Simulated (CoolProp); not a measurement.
Vapour-liquid equilibrium of toluene (1) + ethylbenzene (2) at 0.00236 MPa; x and y are mole fractions of (1).

Model: multi-fluid Helmholtz-energy mixture model, Lemmon 2006 and Zhou 2012; pair parameters Bell 2016, in CoolProp.

```
x     bubble temperature (°C)  y at the bubble point  dew temperature at overall composition x (°C)  liquid density (mol/L)
----  -----------------------  ---------------------  ---------------------------------------------  ----------------------
0.05               (withheld)                  0.132                                           35.5              (withheld)
0.15                     31.5                  0.334                                           34.2                   8.235
0.25                     29.1                  0.484                                           32.8                   8.370
0.35                     26.9                  0.602                                           31.3              (withheld)
0.45                     24.9                  0.698                                     (withheld)                   8.645
0.55                     23.1                  0.779                                           27.9                   8.785
0.65                     21.4                  0.846                                           26.0                   8.928
0.75                     19.7                  0.902                                     (withheld)                   9.074
0.85                     18.2                  0.948                                           21.3                   9.222
0.95                     16.8                  0.985                                           18.1                   9.371
```

Problem. Some entries are withheld; supply them.

Solution. 
- 0.05, bubble temperature (°C): 34.5
- 0.05, liquid density (mol/L): 8.100
- 0.35, liquid density (mol/L): 8.506
- 0.45, dew temperature at overall composition x (°C): 29.7
- 0.75, dew temperature at overall composition x (°C): 23.8

No azeotrope shows between x = 0.05 and 0.95.

The pair parameters rest on a limited set of measurements; away from them the model extrapolates.
